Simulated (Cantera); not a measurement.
Source: NASA polynomial tables (part measured, part estimated), evaluated in Cantera. Values are per mole of reaction as written; species without (g) are pure solids or liquids, kept so even where they would boil at 1 bar.

2 CaO + 2 Br2(g) → O2(g) + 2 CaBr2

| T (K) | ΔH° (kJ) | ΔS° (J/K) | ΔG° (kJ) | log10 K | condensed phases |
|---|---|---|---|---|---|
| 548 | -153.3 | -90.9 | -103.5 | 9.87 | CaO(s), CaBr2(s) |
| 598 | -152.5 | -89.4 | -99.0 | 8.65 | CaO(s), CaBr2(s) |
| 648 | -151.6 | -88.0 | -94.6 | 7.62 | CaO(s), CaBr2(s) |
| 698 | ___ | ___ | ___ | ___ | CaO(s), CaBr2(s) |
| 748 | -149.8 | -85.4 | -85.9 | 6.00 | CaO(s), CaBr2(s) |
| 798 | ___ | ___ | ___ | ___ | CaO(s), CaBr2(s) |
| 848 | ___ | ___ | ___ | ___ | CaO(s), CaBr2(s) |
| 898 | ___ | ___ | ___ | ___ | CaO(s), CaBr2(s) |
| 948 | -145.2 | -80.1 | -69.3 | 3.82 | CaO(s), CaBr2(s) |
| 998 | -143.8 | -78.6 | -65.4 | 3.42 | CaO(s), CaBr2(s) |
| 1048 | -82.6 | -18.4 | -63.4 | 3.16 | CaO(s), CaBr2(l) |

### Question
What belongs in the gaps?

### Answer

- 698, ΔH° (kJ): -150.7
- 698, ΔS° (J/K): -86.7
- 698, ΔG° (kJ): -90.2
- 698, log10 K: 6.75
- 798, ΔH° (kJ): -148.8
- 798, ΔS° (J/K): -84.1
- 798, ΔG° (kJ): -81.7
- 798, log10 K: 5.34
- 848, ΔH° (kJ): -147.7
- 848, ΔS° (J/K): -82.8
- 848, ΔG° (kJ): -77.5
- 848, log10 K: 4.77
- 898, ΔH° (kJ): -146.5
- 898, ΔS° (J/K): -81.4
- 898, ΔG° (kJ): -73.4
- 898, log10 K: 4.27
